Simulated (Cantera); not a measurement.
Input (Python, Cantera):

```python
import numpy as np
import cantera as ct

gas = ct.Solution("h2o2.yaml")
gas.TPX = 498, 1000000, {'H2': 1, 'O2': 0.685, 'N2': 2.58}
flame = ct.FreeFlame(gas, width=0.008)
flame.set_refine_criteria(ratio=3, slope=0.08, curve=0.16)
flame.transport_model = "unity-Lewis-number"
flame.solve(loglevel=0, auto=True)
z, T = flame.grid, flame.T
thick = (T[-1] - T[0]) / np.gradient(T, z).max()
show = ['H2', 'O2', 'H2O2', 'OH', 'O', 'HO2']
print(f"laminar burning velocity  {flame.velocity[0] * 100:.3f} cm/s")
print(f"burnt temperature         {T[-1]:.1f} K")
print(f"thermal thickness         {thick * 1e3:.4f} mm")
print(f"grid points               {len(z)}")
z0 = z[flame.heat_release_rate.argmax()]
print(f"{'z/mm':>9s}{'T/K':>9s}{'u/(m/s)':>9s}" + "".join(f"{s:>11s}" for s in show))
rows = []
for k in (-3, -2, -1.5, -1, -0.5, -0.25, 0, 0.25, 0.5, 1, 2, 4, 8):
    zz = z0 + k * thick
    rows.append([k * thick, np.interp(zz, z, T), np.interp(zz, z, flame.velocity),
                 *(np.interp(zz, z, flame.X[gas.species_index(s)]) for s in show)])
    print(f"{rows[-1][0] * 1e3:9.3f}{rows[-1][1]:9.1f}{rows[-1][2]:9.3f}" + "".join(f"{x:11.3e}" for x in rows[-1][3:]))
```

It prints:

```
laminar burning velocity  246.038 cm/s
burnt temperature         2227.8 K
thermal thickness         0.0217 mm
grid points               113
     z/mm      T/K  u/(m/s)         H2         O2       H2O2         OH          O        HO2
   -0.065    498.5    2.463  2.344e-01  1.606e-01  2.509e-07  1.673e-11  9.002e-10  9.904e-07
   -0.043    501.3    2.476  2.341e-01  1.604e-01  1.776e-06  4.384e-10  1.349e-08  7.132e-06
   -0.033    507.7    2.507  2.334e-01  1.601e-01  5.078e-06  2.570e-09  5.394e-08  2.086e-05
   -0.022    541.7    2.669  2.297e-01  1.582e-01  2.081e-05  7.189e-08  5.930e-07  9.801e-05
   -0.011    797.8    3.866  2.005e-01  1.438e-01  9.360e-05  4.354e-05  3.876e-05  7.373e-04
   -0.005   1164.7    5.507  1.524e-01  1.207e-01  1.003e-04  8.650e-04  5.187e-04  9.345e-04
    0.000   1566.9    7.203  8.357e-02  8.780e-02  1.739e-05  4.382e-03  2.911e-03  5.100e-04
    0.005   1821.7    8.214  3.741e-02  6.394e-02  5.653e-06  9.535e-03  5.419e-03  2.654e-04
    0.011   1956.6    8.728  1.997e-02  5.425e-02  4.047e-06  1.208e-02  5.625e-03  1.583e-04
    0.022   2079.8    9.187  9.971e-03  4.959e-02  2.705e-06  1.173e-02  3.744e-03  7.837e-05
    0.043   2162.5    9.490  4.536e-03  4.828e-02  1.716e-06  8.861e-03  1.721e-03  3.351e-05
    0.087   2205.1    9.645  1.810e-03  4.812e-02  1.066e-06  5.964e-03  6.947e-04  1.405e-05
    0.174   2222.5    9.709  7.883e-04  4.826e-02  7.579e-07  4.184e-03  3.235e-04  7.716e-06
```

Detailed kinetics in Cantera: the H2/O2 subset of GRI-Mech 3.0, which has no nitrogen chemistry. The hydrogen kinetics of GRI-Mech 3.0 are dated; newer H2 mechanisms differ, most at raised pressure. Unity Lewis numbers drop preferential diffusion, which matters most where H2 and H carry the flame. Burning velocities carry a grid error of a few per cent, more on coarse grids.
